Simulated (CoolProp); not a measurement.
Vapour pressure (MPa) of chlorine: the reference equation beside estimates from Tc = 416.9 K, pc = 7.642 MPa, ω = 0.070. Clausius-Clapeyron is anchored at 343.6 K with a constant enthalpy of vaporisation of 14.57 kJ/mol.

Computed with CoolProp (reference Helmholtz-energy equation of state, Thol 2021).

| T (K) | reference | Lee-Kesler | Clausius-Clapeyron | van der Waals | Redlich-Kwong | Soave-Redlich-Kwong | Peng-Robinson |
|---|---|---|---|---|---|---|---|
| 320.9 | 1.373 | 1.360 | 1.563 | 2.446 | 1.420 | 1.368 | 1.359 |
| 325.4 | 1.521 | 1.506 | 1.686 | 2.613 | 1.574 | 1.516 | 1.506 |
| 330 | 1.685 | 1.666 | [?] | 2.790 | [?] | 1.679 | 1.666 |
| 334.5 | 1.857 | 1.835 | 1.952 | 2.971 | 1.920 | 1.850 | 1.836 |
| 339.1 | 2.045 | 2.019 | 2.095 | 3.163 | 2.114 | 2.038 | 2.021 |
| 343.6 | 2.242 | 2.212 | 2.242 | 3.359 | 2.315 | 2.234 | 2.215 |
| 348.1 | 2.452 | 2.417 | 2.395 | 3.562 | [?] | 2.444 | 2.423 |
| 352.7 | 2.680 | 2.641 | [?] | 3.777 | 2.763 | 2.673 | 2.649 |
| 357.2 | 2.918 | 2.875 | 2.723 | 3.995 | 3.004 | 2.911 | 2.885 |
| 361.8 | [?] | 3.128 | 2.898 | [?] | 3.266 | 3.169 | 3.142 |
| 366.3 | 3.442 | 3.391 | 3.076 | 4.460 | 3.535 | 3.437 | 3.409 |
| 370.9 | 3.731 | 3.677 | 3.264 | 4.707 | 3.826 | 3.728 | 3.698 |
| 375.4 | 4.029 | 3.973 | 3.454 | 4.957 | 4.126 | 4.028 | 3.997 |
| 380 | 4.351 | 4.294 | 3.655 | 5.221 | [?] | 4.352 | 4.321 |

Task: Fill in the missing entries.

Result: 
- 330, Clausius-Clapeyron: 1.817
- 330, Redlich-Kwong: 1.743
- 348.1, Redlich-Kwong: 2.530
- 352.7, Clausius-Clapeyron: 2.557
- 361.8, reference: 3.175
- 361.8, van der Waals: 4.226
- 380, Redlich-Kwong: 4.448

Absolute difference from the reference over all 14 rows, mean and median: Lee-Kesler 1.3 and 1.4 %, Clausius-Clapeyron 8.3 and 8.3 %, van der Waals 45.4 and 43.1 %, Redlich-Kwong 3.0 and 3.1 %, Soave-Redlich-Kwong 0.2 and 0.3 %, Peng-Robinson 1.0 and 1.1 %.
